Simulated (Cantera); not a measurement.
Thermodynamics of hydrogen reduction and annealing atmospheres, feed SiO2 + H2 + N2

Input: 1 mol SiO2, 0.93 mol H2, 5.1 mol N2, equilibrated at 1 atm.

Method: chemical equilibrium by Gibbs-energy minimisation in Cantera with the NASA 1993 tables (ideal gas, pure condensed phases). Candidate condensed phases: H2O, Si, SiO2, Si2N2O, Si3N4; 35 gas species. N2 is the only nitrogen source here; it is nearly inert below about 1500 K, so the nitride shown seldom forms there in practice. Mutual solubility and eutectic melting of coexisting phases are not modelled. The tables hold silica as quartz up to 1696 K and as liquid above; real silica turns to tridymite and cristobalite and melts near 1996 K. Equilibrium is a limit: real reactors are often held back by kinetics, nucleation or transport.

At 1025 K the condensed part is SiO2(β-quartz). From 1075 K to 1375 K the condensed part is SiO2(β-quartz) + Si2N2O(s).

| T (K) | x N2 | x H2 | x H2O | x NH3 | x H | x SiO | n SiO2(β-quartz) | n Si2N2O(s) |
|---|---|---|---|---|---|---|---|---|
| 1025 | 0.846 | 0.154 | 2.48e-5 | 2.79e-5 | 1.70e-9 | <1e-12 | 1.000 | 0 |
| 1075 | 0.846 | 0.154 | 3.11e-5 | 2.06e-5 | 5.72e-9 | <1e-12 | 1.000 | 6.25e-5 |
| 1125 | 0.846 | 0.154 | 3.82e-5 | 1.57e-5 | 1.73e-8 | 3.17e-12 | 1.000 | 7.68e-5 |
| 1175 | 0.846 | 0.154 | 4.61e-5 | 1.21e-5 | 4.78e-8 | 3.19e-11 | 1.000 | 9.27e-5 |
| 1225 | 0.846 | 0.154 | 5.47e-5 | 9.61e-6 | 1.22e-7 | 2.65e-10 | 1.000 | 0.000110 |
| 1275 | 0.846 | 0.154 | 6.40e-5 | 7.75e-6 | 2.88e-7 | 1.86e-9 | 1.000 | 0.000129 |
| 1325 | 0.846 | 0.154 | 7.39e-5 | 6.34e-6 | 6.38e-7 | 1.12e-8 | 1.000 | 0.000148 |
| 1375 | 0.846 | 0.154 | 8.43e-5 | 5.27e-6 | 1.34e-6 | 5.93e-8 | 1.000 | 0.000169 |
x: gas mole fraction; n: condensed amount in mol.
